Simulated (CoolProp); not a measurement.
Vapour pressure (MPa) of cyclopropane: the reference equation beside estimates from Tc = 398.7 K, pc = 5.605 MPa, ω = 0.131. Clausius-Clapeyron is anchored at 317.5 K with a constant enthalpy of vaporisation of 15.63 kJ/mol.

Model: reference Helmholtz-energy equation of state, Polt 1992, in CoolProp. This equation is an older, rougher fit; its heat capacities, sound speeds and derivatives of the liquid may be far off and weren't checked against measurements.

```
T (K)  reference  Lee-Kesler  Clausius-Clapeyron  van der Waals
-----  ---------  ----------  ------------------  -------------
303.1     0.8262      0.8252              0.8917            [?]
310.3     0.9922      0.9916               1.030          1.890
317.5      1.181       1.181               1.181          2.104
324.7      1.396       1.395                 [?]          2.333
331.9      1.637       1.636               1.528            [?]
339.1      1.908       1.906               1.723          2.836
346.3      2.210       2.207               1.933          3.111
353.5      2.546       2.542                 [?]          3.401
360.7        [?]       2.912                 [?]          3.708
367.9      3.327       3.322               2.659            [?]
375.1      3.779       3.774               2.933          4.372
382.3      4.275       4.272               3.224          4.729
389.5      4.821       4.821               3.531          5.103
```

Problem. Some entries are withheld; supply them.

Solution. 
- 303.1, van der Waals: 1.690
- 324.7, Clausius-Clapeyron: 1.347
- 331.9, van der Waals: 2.576
- 353.5, Clausius-Clapeyron: 2.159
- 360.7, reference: 2.917
- 360.7, Clausius-Clapeyron: 2.401
- 367.9, van der Waals: 4.032

Absolute difference from the reference over all 13 rows, mean and median: Lee-Kesler 0.1 and 0.1 %, Clausius-Clapeyron 13.1 and 12.5 %, van der Waals 46.2 and 40.8 %.
